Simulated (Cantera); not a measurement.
A Cantera script and what it prints.

```python
import numpy as np
import cantera as ct

gas_names = """
    CO2 O2 CO O
""".split()
cond_names = """
    Ta(cr) Ta(L) TaC(s) TaC(L)
""".split()


# ... load() reads the species with a 1 bar reference pressure and builds the phases ...
species = {s.name: s for s in load("nasa_gas.yaml", gas_names) + load("nasa_condensed.yaml", cond_names)}
# Each term lists the table entries of one substance; the one whose range holds T is used.
reactions = {
    'Ta + CO2(g) = O2(g) + TaC':
        [(-1, ['Ta(cr)', 'Ta(L)']), (-1, ['CO2']), (1, ['O2']), (1, ['TaC(s)', 'TaC(L)'])],
    'Ta + CO(g) = TaC + O(g)':
        [(-1, ['Ta(cr)', 'Ta(L)']), (-1, ['CO']), (1, ['TaC(s)', 'TaC(L)']), (1, ['O'])],
}


def pick(names, T):
    return next(species[n] for n in names if species[n].thermo.min_temp <= T <= species[n].thermo.max_temp)


results = []
for label, terms in reactions.items():
    print(label)
    print("     T/K   dH/kJ  dS/(J/K)   dG/kJ   log10 K")
    for T in [300, 2773, 2798, 2823, 2848, 2873, 2898, 2923, 2948, 2973, 2998]:
        used = [(nu, pick(names, T)) for nu, names in terms]
        dH = sum(nu * s.thermo.h(T) for nu, s in used) / 1e6
        dS = sum(nu * s.thermo.s(T) for nu, s in used) / 1e3
        dG = dH - T * dS / 1e3
        logK = -dG * 1e6 / (ct.gas_constant * T * np.log(10))
        results.append((label, T, dH, dS, dG, logK, [s.name for _, s in used]))
        print(f"{T:8g} {dH:8.1f} {dS:8.1f} {dG:8.1f} {logK:8.2f}")
```

Output:

```
Ta + CO2(g) = O2(g) + TaC
     T/K   dH/kJ  dS/(J/K)   dG/kJ   log10 K
     300    249.4     -7.7    251.7   -43.83
    2773    261.2      2.2    255.0    -4.80
    2798    261.4      2.3    255.0    -4.76
    2823    261.5      2.3    254.9    -4.72
    2848    261.7      2.4    254.9    -4.67
    2873    261.8      2.4    254.8    -4.63
    2898    261.9      2.5    254.7    -4.59
    2923    262.1      2.5    254.7    -4.55
    2948    262.2      2.6    254.6    -4.51
    2973    262.3      2.6    254.6    -4.47
    2998    262.4      2.7    254.5    -4.43
Ta + CO(g) = TaC + O(g)
     T/K   dH/kJ  dS/(J/K)   dG/kJ   log10 K
     300    215.6    -35.7    226.3   -39.40
    2773    243.8    -12.5    278.6    -5.25
    2798    244.1    -12.4    278.9    -5.21
    2823    244.4    -12.3    279.2    -5.17
    2848    244.7    -12.2    279.5    -5.13
    2873    245.0    -12.1    279.8    -5.09
    2898    245.3    -12.0    280.1    -5.05
    2923    245.6    -11.9    280.4    -5.01
    2948    245.8    -11.8    280.7    -4.97
    2973    246.1    -11.7    281.0    -4.94
    2998    246.4    -11.6    281.3    -4.90
```

Source: NASA polynomial tables (part measured, part estimated), evaluated in Cantera. TaC: taken at fixed stoichiometry. Condensed species are held in their standard states even where they would react or evaporate.
